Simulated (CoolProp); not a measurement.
Model: reference Helmholtz-energy equation of state, Gedanitz 2015, in CoolProp.

For cyclopentane, give the phase and the cv (kJ/(kg K)), speed of sound (m/s), viscosity (µPa s), conductivity (mW/(m K)) at 550 K and 14700 kPa; 550 K and 19600 kPa.


- 550 K and 14700 kPa: supercritical; cv 2.35, speed of sound 396, viscosity 63.7, conductivity 76.6
- 550 K and 19600 kPa: supercritical; cv 2.34, speed of sound 488, viscosity 73.1, conductivity 81.0

Viscosity comes from a separate model (Chung 1988), a generic estimate that can be far off for the liquid and wasn't checked against measurements. Thermal conductivity comes from a separate model (Vassiliou 2015).
